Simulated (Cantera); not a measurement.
Charge: 1 mol Si3N4, 1.4 mol H2O, held at 1.33 mbar.

Method: chemical equilibrium by Gibbs-energy minimisation in Cantera with the NASA 1993 tables (ideal gas, pure condensed phases). Candidate condensed phases: H2O, Si, SiO2, Si2N2O, Si3N4; 35 gas species. Mutual solubility and eutectic melting of coexisting phases are not modelled. Equilibrium is a limit: real reactors are often held back by kinetics, nucleation or transport. All values below are at 1400 °C.

Base state: H2 0.608, N2 0.325, SiO 0.0640, H 0.00243, Si 0.000313, SiH 1.51e-5 (mole fractions); condensed: Si(s) + Si2N2O(s).

**Question.** What changes in the equilibrium state with this change: 0.15 mol O2 added?

**Answer.** 
| species | before | after |
|---|---|---|
| H2 | 0.608 | 0.558 |
| N2 | 0.325 | 0.280 |
| SiO | 0.0640 | 0.160 |
| SiH | 1.51e-5 | 6.72e-6 |
| Si | 0.000313 | 0.000146 |
| H | 0.00243 | 0.00233 |
| Si(s), mol | 0.346 | 0 |
| Si2N2O(s), mol | 1.25 | 1.30 |

**Question.** What changes in the equilibrium state with this change: H2O from 1.4 to 0.99 mol?

**Answer.** 
```json
[
 {"species": "N2", "before": "0.325", "after": "0.504"},
 {"species": "H2", "before": "0.608", "after": "0.452"},
 {"species": "SiO", "before": "0.0640", "after": "0.0413"},
 {"species": "H", "before": "0.00243", "after": "0.00210"},
 {"species": "SiH", "before": "1.51e-5", "after": "1.30e-5"},
 {"species": "Si", "before": "0.000313", "after": "0.000313"},
 {"species": "Si(s), mol", "before": "0.346", "after": "1.11"},
 {"species": "Si2N2O(s), mol", "before": "1.25", "after": "0.900"}
]
```
